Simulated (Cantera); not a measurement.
An isothermal, constant-pressure homogeneous reactor starts with NH₃ : H₂ = 1 : 10 (molar parts), at 1650 K and 20.0 Torr.

Detailed kinetics in Cantera: the gas-phase N/H chemistry of the illustrative SiF4/NH3 mechanism in the Surface Chemkin manual (1991). Walls and surfaces, which speed up NH3 decomposition in real reactors, are not modelled.

x: mole fraction; the columns are a selection and need not sum to one.

```csv
t (s),x NH₃,x H₂,x NH,x NH₂,x N₂
3.00e-6,0.0909,0.909,<1e-12,6.69e-10,<1e-12
1.02e-5,0.0909,0.909,<1e-12,1.87e-9,<1e-12
3.45e-5,0.0909,0.909,<1e-12,4.67e-9,<1e-12
0.000117,0.0909,0.909,<1e-12,1.31e-8,<1e-12
0.000397,0.0909,0.909,<1e-12,4.17e-8,<1e-12
0.00135,0.0909,0.909,5.47e-12,1.39e-7,<1e-12
0.00457,0.0909,0.909,6.38e-11,?,2.77e-11
0.0155,0.0909,0.909,7.37e-10,1.58e-6,1.28e-9
0.0525,0.0909,0.909,8.45e-9,5.35e-6,5.60e-8
0.178,0.0909,0.909,9.37e-8,1.78e-5,2.71e-6
0.604,0.0906,0.909,4.96e-7,4.11e-5,0.000102
2.05,0.0893,0.910,5.47e-7,4.28e-5,0.000730
6.95,0.0848,0.912,5.35e-7,4.13e-5,0.00280
23.6,?,0.919,4.99e-7,?,?
80.0,0.0425,0.935,4.00e-7,2.52e-5,0.0222
```

Q: Fill in the missing entries.

A: 
- 0.00457, x NH₂: 4.67e-7
- 23.6, x NH₃: 0.0715
- 23.6, x NH₂: 3.66e-5
- 23.6, x N₂: 0.00886
